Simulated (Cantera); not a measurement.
**Transport properties of process gases**

Gas mixture: N2 : O2 = 0.72 : 0.12 (molar parts), at 0.900 Torr, frozen composition.

Cantera's kinetic-theory transport with the Lennard-Jones parameters of GRI-Mech 3.0, ideal gas; thermal conductivity in the mixture-averaged form.

```csv
T (K),ρ (kg/m³),cp (J/kg/K),μ (µPa s),λ (mW/m/K),Pr,D (cm²/s) CH4,D (cm²/s) H2O,D (cm²/s) OH
400,0.00103,1030,22.8,32.9,0.713,316,335,443
550,0.000750,1053,28.5,42.5,0.706,548,607,762
700,0.000589,1085,33.5,51.7,0.703,826,940,1140
850,0.000485,1123,38.1,60.6,0.706,1150,1330,1580
1000,0.000413,1157,42.4,69.3,0.708,1500,1760,2070
1150,0.000359,1182,46.5,77.6,0.708,1900,2250,2620
1300,0.000317,1203,50.3,85.6,0.707,2330,2770,3210
```
D: mixture-averaged diffusion coefficient of that species in the mixture.
